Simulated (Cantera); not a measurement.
Input: 1 mol TiCl₄, 0.087 mol O₂, 4.1 mol H₂, 16 mol H₂O, held at 1927 °C and 6.90 Torr.

These are equilibrium values from Cantera (NASA tables, ideal gas, pure condensed phases), not measurements of a reactor. Candidate condensed phases: H₂O, Ti, TiCl₂, TiCl₃, TiCl₄, TiO, TiO₂, Ti₂O₃, Ti₃O₅, Ti₄O₇; 23 gas species. Equilibrium is a limit: real reactors are often held back by kinetics, nucleation or transport.

Base state: H₂O 0.606, H₂ 0.178, HCl 0.159, H 0.0248, Cl 0.0161, OH 0.0118, O₂ 0.00163, O 0.00114 (mole fractions); condensed: TiO₂(l).

**Question.** What changes in the equilibrium state with this change: temperature from 1927 °C to 1900 °C?

**Answer.** 
```tsv
species	before	after
H₂O	0.606	0.612
H₂	0.178	0.178
HCl	0.159	0.162
H	0.0248	0.0212
OH	0.0118	0.00978
Cl	0.0161	0.0141
TiO₂	0.000568	0.000395
O	0.00114	0.000818
O₂	0.00163	0.00119
TiO₂(l), mol	0.987	0.991
```
